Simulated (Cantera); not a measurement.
# Equilibrium for abatement and gas-phase synthesis: NH3 + H2O + O2

Input: 1 mol NH3, 1.1 mol H2O, 1.2 mol O2, held at 2048.15 K.

Method: chemical equilibrium by Gibbs-energy minimisation in Cantera with the NASA 1993 tables (ideal gas, pure condensed phases). Candidate condensed phases: H2O; 24 gas species. The ideal-gas law is rough above about 30 bar. The numbers say what is thermodynamically allowed, not how fast it happens.

From 0.000100 bar to 300 bar nothing is condensed.

```tsv
P (Pa)	x H2O	x N2	x O2	x H2	x H	x OH	x O
10	0.540	0.125	0.127	0.0623	0.0560	0.0528	0.0342
65	0.646	0.134	0.123	0.0297	0.0152	0.0359	0.0132
420	0.693	0.137	0.122	0.0126	0.00388	0.0233	0.00517
2700	0.714	0.138	0.122	0.00511	0.000975	0.0148	0.00204
17000	0.723	0.139	0.123	0.00206	0.000246	0.00944	0.000817
110000	0.727	0.139	0.124	0.000811	6.09e-5	0.00594	0.000322
720000	0.729	0.139	0.124	0.000317	1.49e-5	0.00373	0.000126
4700000	0.731	0.139	0.125	0.000124	3.64e-6	0.00233	4.94e-5
30000000	0.731	0.139	0.125	4.92e-5	9.08e-7	0.00147	1.96e-5
```
x: gas mole fraction; nothing condenses.
